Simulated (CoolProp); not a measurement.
Vapour-liquid equilibrium of R143a (1) + n-butane (2) at 0.0589 MPa; x and y are mole fractions of (1).

Model: multi-fluid Helmholtz-energy mixture model, Lemmon and Jacobsen 2000 and Bücker 2006; pair parameters Bell 2016, in CoolProp.

### Question
Give the bubble temperature and the first vapour's composition at x = 0.45, 0.65, 0.85. Is there an azeotrope?

### Answer
x = 0.45: -55.4 °C, y = 0.902; x = 0.65: -55.9 °C, y = 0.908; x = 0.85: -57.0 °C, y = 0.936. No azeotrope shows between x = 0.05 and 0.95.

The pair parameters rest on a limited set of measurements; away from them the model extrapolates. With so large a gap from Raoult's law the liquid may split in two, which this calculation doesn't test in full.
